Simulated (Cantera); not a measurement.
An isothermal, constant-pressure homogeneous reactor starts with CH4 : O2 : N2 = 0.0069 : 0.027 : 1 (molar parts), equivalence ratio 0.51, at 1500 K and 1.00 atm. Integrator tolerance rtol = 1e-08.

Model: GRI-Mech 3.0 (53 species, 325 reactions), integrated in Cantera.

Question: What does this change do: CH4 0.0069 to 0.0013 parts?

Answer: 
```
quantity                                             before                                     after
-----------------  ----------------------------------------  ----------------------------------------
x(CH4) at 200 s       <1e-12 (gas-phase equilibrium <1e-12)     <1e-12 (gas-phase equilibrium <1e-12)
x(O2) at 200 s        0.0128 (gas-phase equilibrium 0.0126)     0.0237 (gas-phase equilibrium 0.0235)
x(CH2CO) at 200 s     <1e-12 (gas-phase equilibrium <1e-12)     <1e-12 (gas-phase equilibrium <1e-12)
x(N2O) at 200 s     2.29e-8 (gas-phase equilibrium 2.28e-8)   3.14e-8 (gas-phase equilibrium 3.13e-8)
x(NO) at 200 s     5.28e-6 (gas-phase equilibrium 0.000334)  3.58e-6 (gas-phase equilibrium 0.000457)
x(HO2) at 200 s     8.70e-9 (gas-phase equilibrium 8.62e-9)   6.03e-9 (gas-phase equilibrium 5.98e-9)
x(O) at 200 s       4.58e-7 (gas-phase equilibrium 4.55e-7)   6.24e-7 (gas-phase equilibrium 6.21e-7)
```

Question: What does this change do: pressure from 1.00 atm to 9.87 atm?

Answer: 
```tsv
quantity	before	after
x(CH4) at 200 s	<1e-12 (gas-phase equilibrium <1e-12)	<1e-12 (gas-phase equilibrium <1e-12)
x(O2) at 200 s	0.0128 (gas-phase equilibrium 0.0126)	0.0128 (gas-phase equilibrium 0.0126)
x(CH2CO) at 200 s	<1e-12 (gas-phase equilibrium <1e-12)	<1e-12 (gas-phase equilibrium <1e-12)
x(N2O) at 200 s	2.29e-8 (gas-phase equilibrium 2.28e-8)	7.21e-8 (gas-phase equilibrium 7.17e-8)
x(NO) at 200 s	5.28e-6 (gas-phase equilibrium 0.000334)	9.89e-6 (gas-phase equilibrium 0.000334)
x(HO2) at 200 s	8.70e-9 (gas-phase equilibrium 8.62e-9)	1.54e-8 (gas-phase equilibrium 1.53e-8)
x(O) at 200 s	4.58e-7 (gas-phase equilibrium 4.55e-7)	1.46e-7 (gas-phase equilibrium 1.45e-7)
```
